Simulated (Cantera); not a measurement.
A Cantera script and its output.

```python
import numpy as np
import cantera as ct

gas = ct.Solution("gri30.yaml")
gas.TPX = 1775, 37000, {'CH4': 0.012, 'H2': 1, 'N2': 0.015}
reactor = ct.IdealGasConstPressureReactor(gas, energy="off", clone=False)
net = ct.ReactorNet([reactor])
net.rtol, net.atol = 1e-08, 1e-18
show = ['CH4', 'H2', 'C2H2', 'C2H4', 'H']
times = np.geomspace(2e-05, 200, 14)

steps = ct.SolutionArray(gas, extra=["t"])
rows = []
print(f"{'t/s':>10s}{'T/K':>9s}{'P/Pa':>11s}" + "".join(f"{s:>11s}" for s in show))
for t in times:
    while net.time < t:
        t_next = net.step()
        steps.append(gas.state, t=t_next)
    rows.append([np.interp(t, steps.t, y) for y in (steps.T, steps.P, *steps(*show).X.T)])
    print(f"{t:10.3e}{rows[-1][0]:9.1f}{rows[-1][1]:11.4g}" + "".join(f"{x:11.3e}" for x in rows[-1][2:]))
rate = np.gradient(steps.T, steps.t)
print("integrator steps:", len(steps.t))
if steps.T.max() > steps.T[0] + 200:
    print(f"time of steepest temperature rise: {steps.t[rate.argmax()]:.4e} s")
gas.TPX = 1775, 37000, {'CH4': 0.012, 'H2': 1, 'N2': 0.015}
gas.equilibrate("TP")
print(f"equilibrium (TP): T = {gas.T:.1f} K  " + "  ".join(f"{s} {gas[s].X[0]:.3e}" for s in show))
```

It prints:

```
       t/s      T/K       P/Pa        CH4         H2       C2H2       C2H4          H
 2.000e-05   1775.0    3.7e+04  1.168e-02  9.737e-01  8.202e-14  3.668e-11  7.366e-06
 6.910e-05   1775.0    3.7e+04  1.168e-02  9.737e-01  1.203e-11  1.356e-09  2.583e-05
 2.388e-04   1775.0    3.7e+04  1.166e-02  9.736e-01  2.581e-09  5.553e-08  8.862e-05
 8.249e-04   1775.0    3.7e+04  1.161e-02  9.734e-01  6.569e-07  1.784e-06  2.711e-04
 2.850e-03   1775.0    3.7e+04  1.149e-02  9.733e-01  3.320e-05  8.543e-06  4.540e-04
 9.848e-03   1775.0    3.7e+04  1.114e-02  9.735e-01  2.046e-04  1.017e-05  4.631e-04
 3.403e-02   1775.0    3.7e+04  1.008e-02  9.740e-01  7.274e-04  1.392e-05  4.641e-04
 1.176e-01   1775.0    3.7e+04  7.606e-03  9.753e-01  1.954e-03  2.327e-05  4.667e-04
 4.062e-01   1775.0    3.7e+04  4.208e-03  9.771e-01  3.636e-03  3.742e-05  4.706e-04
 1.403e+00   1775.0    3.7e+04  2.103e-03  9.782e-01  4.677e-03  4.696e-05  4.734e-04
 4.849e+00   1775.0    3.7e+04  1.740e-03  9.784e-01  4.856e-03  4.866e-05  4.740e-04
 1.675e+01   1775.0    3.7e+04  1.738e-03  9.784e-01  4.857e-03  4.867e-05  4.740e-04
 5.789e+01   1775.0    3.7e+04  1.738e-03  9.784e-01  4.857e-03  4.867e-05  4.740e-04
 2.000e+02   1775.0    3.7e+04  1.738e-03  9.784e-01  4.857e-03  4.866e-05  4.740e-04
integrator steps: 825
equilibrium (TP): T = 1775.0 K  CH4 1.398e-03  H2 9.786e-01  C2H2 3.141e-03  C2H4 3.148e-05  H 4.741e-04
```

Cantera simulation using GRI-Mech 3.0 (53 species, 325 reactions); the numbers are that mechanism's predictions, not measurements. GRI-Mech 3.0 stops at C3 and has no aromatics, soot or wall deposition, so with more carbon than oxygen in the feed, carbon stays in small species such as C2H2 where larger ones or solid carbon would form.
